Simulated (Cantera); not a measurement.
A perfectly stirred reactor is fed with 45.5 % NO, 54.5 % N2, at 173 Torr; it is held at 1925 K, and followed from long to short residence time.

Detailed kinetics in Cantera: GRI-Mech 3.0 (53 species, 325 reactions).

### Question
Predict: x(NO) at τ = 4.00 s; x(N2O) at τ = 4.00 s; x(N2) at τ = 4.00 s; x(NO2) at τ = 4.00 s; x(O) at τ = 4.00 s; x(NO) at τ = 46.0 ms; x(N2O) at τ = 46.0 ms; x(N2) at τ = 46.0 ms; x(NO2) at τ = 46.0 ms; x(O) at τ = 46.0 ms.

### Answer
```
Quantity                  Value
---------------------  --------
x(NO) at τ = 4.00 s       0.260
x(N2O) at τ = 4.00 s    2.63e-5
x(N2) at τ = 4.00 s       0.643
x(NO2) at τ = 4.00 s   0.000167
x(O) at τ = 4.00 s     0.000248
x(NO) at τ = 46.0 ms      0.451
x(N2O) at τ = 46.0 ms   8.24e-5
x(N2) at τ = 46.0 ms      0.547
x(NO2) at τ = 46.0 ms   7.56e-5
x(O) at τ = 46.0 ms     7.54e-5
```
